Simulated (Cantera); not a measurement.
Feed: 1 mol Nb, 0.57 mol H₂O, equilibrated at 1623.15 K and 17.0 Pa.

These are equilibrium values from Cantera (NASA tables, ideal gas, pure condensed phases), not measurements of a reactor. Candidate condensed phases: H₂O, Nb, NbO, NbO₂, Nb₂O₅; 12 gas species. Mutual solubility and eutectic melting of coexisting phases are not modelled. NbO: taken at fixed stoichiometry. Condensed phases not in the tables: N, O or C dissolved in the metal. The numbers say what is thermodynamically allowed, not how fast it happens.

Base state: H₂ 0.995, H 0.00529, H₂O 0.000162 (mole fractions); condensed: Nb(s) + NbO(s).

Problem. What changes in the equilibrium state with this change: temperature from 1623.15 K to 2023 K?

Solution. 
| species | before | after |
|---|---|---|
| H₂ | 0.995 | 0.858 |
| H | 0.00529 | 0.135 |
| NbO₂ | 6.26e-7 | 0.00464 |
| NbO | 2.29e-7 | 0.00138 |
| OH | 3.60e-8 | 2.36e-5 |
| H₂O | 0.000162 | 0.00144 |
| Nb(s), mol | 0.430 | 0.434 |
| NbO(s), mol | 0.570 | 0.563 |
